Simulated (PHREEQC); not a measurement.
# Hard or scaling water

Dissolve 0.0046 mol/kgw MgCl2, 0.0029 mol/kgw CO2 and 0.0076 mol/kgw NaCl at 25 °C. Closed to the air; pH follows from the charge balance.

Model: ion-association model, wateq4f.dat, run in PHREEQC.

This is a speciation only: nothing precipitates in the calculation.

Estimate the pH.

pH 4.44.

In which forms is C present?

CO2 99 %, HCO3- 1.4 % of the C.

Species that the database lacks are ignored.
